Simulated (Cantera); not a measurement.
Feed: 1 mol PbO, 0.068 mol H2, 8.9 mol N2, at 1573.15 K and 560 Pa.

Method: chemical equilibrium by Gibbs-energy minimisation in Cantera with the NASA 1993 tables (ideal gas, pure condensed phases). Gases not in the tables: (PbO)n polymers. Kinetics and transport are ignored.

```json
[
 {"species": "N2", "before": "0.876", "after": "0.868"},
 {"species": "Pb", "before": "0.0434", "after": "0.0604"},
 {"species": "PbO", "before": "0.0551", "after": "0.0372"},
 {"species": "O2", "before": "0.0181", "after": "0.0265"},
 {"species": "O", "before": "1.88e-5", "after": "5.68e-5"},
 {"species": "OH", "before": "7.33e-5", "after": "0.000127"},
 {"species": "NO", "before": "0.000532", "after": "0.000642"},
 {"species": "H2O", "before": "0.00666", "after": "0.00657"}
]
```
Gas species are given as mole fractions.

### Question
Which change was made?
A. temperature from 1573.15 K to 723 K
B. temperature from 1573.15 K to 623 K
C. pressure from 560 Pa to 90.0 Pa
D. temperature from 1573.15 K to 500 K

### Answer
C, pressure from 560 Pa to 90.0 Pa
